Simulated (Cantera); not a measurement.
An adiabatic, constant-volume homogeneous reactor starts with CH4 : O2 : N2 = 1 : 0.87 : 3.27 (molar parts), at 1650 K and 1.01 bar.

Model: GRI-Mech 3.0 (53 species, 325 reactions), integrated in Cantera.

One state of this run: T (K) = 2713; P (bar) = 2.06; x CH4 = 7.22e-11; x O2 = 3.02e-5; x H2O2 = 8.70e-9; x C2H2 = <1e-12; x C2H6 = <1e-12; x CH2 = 1.89e-11. x: mole fraction; the columns are a selection and need not sum to one.

Question: Which value of t (s) does it belong to?
A. 0.0725
B. 6.62e-5
C. 1.15e-5
D. 2.00e-6

Answer: A, 0.0725
